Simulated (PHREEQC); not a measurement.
**Acid rinse or clean: an equilibrium model**

Dissolve 0.0054 mol/kgw HF, 0.0024 mol/kgw ZnSO4 and 0.044 mol/kgw KCl at 54 °C. Closed to the air; pH follows from the charge balance.

Computed with PHREEQC (ion-association model, phreeqc.dat).

The pH is 2.93, the ionic strength comes out as 0.0527 mol/kgw and the specific conductance is 11300 µS/cm. The density comes out as 0.989 g/cm³. The total alkalinity is -5.40 meq/kg.

| species | molality | activity | log γ |
|---|---|---|---|
| Cl- | 0.0437 | 0.0350 | -0.096 |
| K+ | 0.0437 | 0.0349 | -0.097 |
| HF | 0.00377 | 0.00381 | 0.005 |
| Zn+2 | 0.00188 | 0.000825 | -0.358 |
| SO4-2 | 0.00167 | 0.000729 | -0.360 |
| F- | 0.00155 | 0.00124 | -0.098 |
| H+ | 0.00140 | 0.00118 | -0.073 |
| KSO4- | 0.000347 | 0.000284 | -0.088 |
| ZnCl+ | 0.000310 | 0.000249 | -0.095 |
| HSO4- | 0.000208 | 0.000168 | -0.092 |
| ZnSO4 | 0.000171 | 0.000173 | 0.005 |
| HF2- | 2.56e-5 | 2.07e-5 | -0.092 |
| ZnF+ | 2.49e-5 | 2.02e-5 | -0.092 |

No solid was allowed to form. At this temperature some constants are extrapolated from 25 °C, and those without enthalpy data are left unchanged.
